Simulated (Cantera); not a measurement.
A Cantera script and its output.

```python
import numpy as np
import cantera as ct

gas = ct.Solution("gri30.yaml")
gas.TPX = 1173, 270000, {'CO': 0.0016, 'O2': 0.023, 'H2O': 0.0031, 'N2': 1}
reactor = ct.IdealGasConstPressureReactor(gas, energy="off", clone=False)
net = ct.ReactorNet([reactor])
net.rtol, net.atol = 1e-08, 1e-18
show = ['CO', 'O2', 'H2O', 'NO', 'N2O', 'HO2', 'H']
times = np.geomspace(0.0001, 3, 9)

steps = ct.SolutionArray(gas, extra=["t"])
rows = []
print(f"{'t/s':>10s}{'T/K':>9s}{'P/Pa':>11s}" + "".join(f"{s:>11s}" for s in show))
for t in times:
    while net.time < t:
        t_next = net.step()
        steps.append(gas.state, t=t_next)
    rows.append([np.interp(t, steps.t, y) for y in (steps.T, steps.P, *steps(*show).X.T)])
    print(f"{t:10.3e}{rows[-1][0]:9.1f}{rows[-1][1]:11.4g}" + "".join(f"{x:11.3e}" for x in rows[-1][2:]))
rate = np.gradient(steps.T, steps.t)
print("integrator steps:", len(steps.t))
if steps.T.max() > steps.T[0] + 200:
    print(f"time of steepest temperature rise: {steps.t[rate.argmax()]:.4e} s")
gas.TPX = 1173, 270000, {'CO': 0.0016, 'O2': 0.023, 'H2O': 0.0031, 'N2': 1}
gas.equilibrate("TP")
print(f"equilibrium (TP): T = {gas.T:.1f} K  " + "  ".join(f"{s} {gas[s].X[0]:.3e}" for s in show))
```

Output:

```
       t/s      T/K       P/Pa         CO         O2        H2O         NO        N2O        HO2          H
 1.000e-04   1173.0    2.7e+05  1.557e-03  2.238e-02  3.016e-03  6.970e-19  3.685e-14  8.408e-12  1.888e-12
 3.628e-04   1173.0    2.7e+05  1.557e-03  2.238e-02  3.016e-03  9.316e-18  4.800e-13  1.787e-10  1.779e-11
 1.316e-03   1173.0    2.7e+05  1.557e-03  2.238e-02  3.016e-03  1.807e-16  9.060e-12  5.316e-09  1.903e-10
 4.774e-03   1173.0    2.7e+05  1.553e-03  2.238e-02  3.016e-03  2.143e-13  1.982e-09  9.915e-07  3.423e-08
 1.732e-02   1173.0    2.7e+05  1.087e-03  2.215e-02  3.011e-03  7.570e-10  1.947e-07  2.453e-06  2.408e-07
 6.283e-02   1173.0    2.7e+05  3.472e-04  2.179e-02  3.016e-03  5.207e-09  5.662e-07  1.196e-06  5.405e-08
 2.280e-01   1173.0    2.7e+05  3.358e-05  2.163e-02  3.018e-03  1.035e-08  7.759e-07  1.868e-07  2.863e-09
 8.270e-01   1173.0    2.7e+05  9.384e-07  2.162e-02  3.019e-03  1.398e-08  6.597e-07  6.963e-09  4.098e-11
 3.000e+00   1173.0    2.7e+05  5.272e-09  2.162e-02  3.019e-03  1.507e-08  2.756e-07  7.101e-10  2.164e-12
integrator steps: 1036
equilibrium (TP): T = 1173.0 K  CO 5.915e-11  O2 2.159e-02  H2O 3.019e-03  NO 5.676e-05  N2O 7.390e-09  HO2 3.988e-10  H 6.854e-13
```

Model: GRI-Mech 3.0 (53 species, 325 reactions), integrated in Cantera.
